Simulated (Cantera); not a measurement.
Charge: 1 mol HMDSO, 2.4 mol H2O, 0.79 mol H2, 7.5 mol CO2, at 3.60 mbar.

Cantera equilibrium calculation (NASA polynomials, part measured and part estimated; ideal gas, pure solids and liquids). Candidate condensed phases: C, C6H6, C7H8, C8H18, H2O, Si, SiC, SiO2; 123 gas species. The feed counts by its element totals alone. The tables hold silica as quartz up to 1696 K and as liquid above; real silica turns to tridymite and cristobalite and melts near 1996 K. The numbers say what is thermodynamically allowed, not how fast it happens.

Which condensed phases are stable at each of these points (T (K)): 1323, 1373, 1423, 1473, 1523, 1573, 1623, 1673, 1723, 1773, 1823?


| T (K) | condensed phases | Si condensed (%) |
|---|---|---|
| 1323 | SiO2(β-quartz) | 100.0 |
| 1373 | SiO2(β-quartz) | 100.0 |
| 1423 | SiO2(β-quartz) | 100.0 |
| 1473 | SiO2(β-quartz) | 100.0 |
| 1523 | SiO2(β-quartz) | 100.0 |
| 1573 | SiO2(β-quartz) | 99.9 |
| 1623 | SiO2(β-quartz) | 99.7 |
| 1673 | SiO2(β-quartz) | 99.1 |
| 1723 | SiO2(condensed) | 97.4 |
| 1773 | SiO2(condensed) | 93.3 |
| 1823 | SiO2(condensed) | 85.0 |

From 1323 K to 1673 K the condensed part is SiO2(β-quartz). From 1723 K to 1823 K the condensed part is SiO2(condensed).
